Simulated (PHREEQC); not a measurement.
A made-up water analysis in mg/L, 57 °C, pH 4.09, pe 12:

```
constituent               mg/L
-----------------------  -----
Na                         575
K                          303
Ca                         385
Mg                        36.4
Cl                         431
S(6) as SO4               2010
Li                        2.51
O(0) (dissolved oxygen)   8.32
B                        0.248
```

Valence states are taken as typed.

Model: ion-association model, phreeqc.dat, run in PHREEQC.

```json
{
  "ionic_strength": "0.0669 mol/kgw",
  "specific_conductance": "8540 µS/cm",
  "density": "0.988 g/cm³",
  "total_alkalinity": "-0.234 meq/kg",
  "charge_balance_error": "1.7 %"
}
```

```
species  molality  activity   log γ
-------  --------  --------  ------
Na+        0.0242    0.0193  -0.098
SO4-2      0.0152   0.00612  -0.395
Cl-        0.0122   0.00957  -0.106
K+        0.00727   0.00569  -0.107
Ca+2      0.00620   0.00258  -0.381
CaSO4     0.00344   0.00349   0.007
NaSO4-   0.000887  0.000712  -0.096
MgSO4    0.000843  0.000856   0.007
Mg+2     0.000660  0.000283  -0.367
KSO4-    0.000505  0.000405  -0.096
```

Precipitation was switched off in this run. At this temperature some constants are extrapolated from 25 °C, and those without enthalpy data are left unchanged.
